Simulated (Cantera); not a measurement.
Feed: 1 mol MgO, 11 mol Cl₂, 2.1 mol N₂, at 877 °C and 15.0 Pa.

Cantera equilibrium calculation (NASA polynomials, part measured and part estimated; ideal gas, pure solids and liquids). Candidate condensed phases: Mg, MgCl₂, MgO; 18 gas species. The numbers say what is thermodynamically allowed, not how fast it happens.

Base state: Cl₂ 0.587, Cl 0.171, N₂ 0.141, MgCl₂ 0.0672, O₂ 0.0336, NO 2.22e-5, ClO 1.67e-5 (mole fractions); condensed: gas only.

Q: What changes in the equilibrium state with this change: temperature from 877 °C to 1550 °C?

A: 
| species | before | after |
|---|---|---|
| Cl | 0.171 | 0.846 |
| N₂ | 0.141 | 0.0887 |
| MgCl₂ | 0.0672 | 0.0423 |
| Cl₂ | 0.587 | 0.000868 |
| O₂ | 0.0336 | 0.0201 |
| MgCl | <1e-9 | 2.19e-5 |
| O | 1.24e-7 | 0.00174 |
| NO | 2.22e-5 | 0.000466 |

Q: What changes in the equilibrium state with this change: pressure from 15.0 Pa to 0.100 bar?

A: 
```csv
species,before,after
Cl₂,0.587,0.792
N₂,0.141,0.157
MgCl₂,0.0672,0.0282
Cl,0.171,0.00772
O₂,0.0336,0.0141
NO,2.22e-5,1.52e-5
ClO,1.67e-5,1.26e-5
"MgO(s), mol",0,0.623
```

Q: What changes in the equilibrium state with this change: MgO replaced by B₂O₃?

A: 
| species | before | after |
|---|---|---|
| Cl₂ | 0.587 | 0.670 |
| Cl | 0.171 | 0.183 |
| N₂ | 0.141 | 0.146 |
| MgCl₂ | 0.0672 | 0 |
| O₂ | 0.0336 | 0.000390 |
| BCl₃ | 0 | 0.000331 |
| BOCl | 0 | 0.000314 |
| B₃O₃Cl₃ | 0 | 8.69e-5 |
| B₂O₃(l), mol | 0 | 0.993 |
The tables' values for BOCl are old estimates; treat these amounts as uncertain. Further candidate phases: B, BN, B₂O₃.
